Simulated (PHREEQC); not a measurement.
Solution (25 °C and 50 atm): 5.3 mol/kgw NaCl, 0.019 mol/kgw K2SO4 and 1.4 mol/kgw MgCl2. Closed to the air; pH follows from the charge balance.

Computed with PHREEQC (Pitzer model, pitzer.dat).

**Question.** The ionic strength comes out as 9.56 mol/kgw. What activity coefficients do Na+, SO4-2, MgOH+, Mg+2, K+ get?

**Answer.** Na+ 3.7, SO4-2 0.0027, MgOH+ 0.81, Mg+2 54, K+ 1.2. Single-ion values are on the MacInnes scale.

No solid was allowed to form. The solution is supersaturated, for example in Halite, so a real one may precipitate; this is no full list. Under pressure, the constants of complexes without a molar volume in the database are unreliable.
